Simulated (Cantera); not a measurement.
Charge: 1 mol SiCl4, 2.9 mol O3, 38 mol H2, equilibrated at 1400 K and 0.00133 bar.

Method: chemical equilibrium by Gibbs-energy minimisation in Cantera with the NASA 1993 tables (ideal gas, pure condensed phases). Candidate condensed phases: H2O, Si, SiO2; 30 gas species. The tables hold silica as quartz up to 1696 K and as liquid above; real silica turns to tridymite and cristobalite and melts near 1996 K. Kinetics and transport are ignored.

Base state: H2 0.732, H2O 0.167, HCl 0.1000, H 0.000114, Cl 1.28e-5 (mole fractions); condensed: SiO2(β-quartz).

Q: What changes in the equilibrium state with this change: 1.2 mol NH3 added?

A: 
| species | before | after |
|---|---|---|
| H2 | 0.732 | 0.733 |
| H2O | 0.167 | 0.158 |
| HCl | 0.1000 | 0.0943 |
| N2 | 0 | 0.0141 |
| Cl | 1.28e-5 | 1.21e-5 |
| H | 0.000114 | 0.000114 |
| SiO2(β-quartz), mol | 1.000 | 1.000 |
Further candidate phases: NH4Cl, Si2N2O, Si3N4.
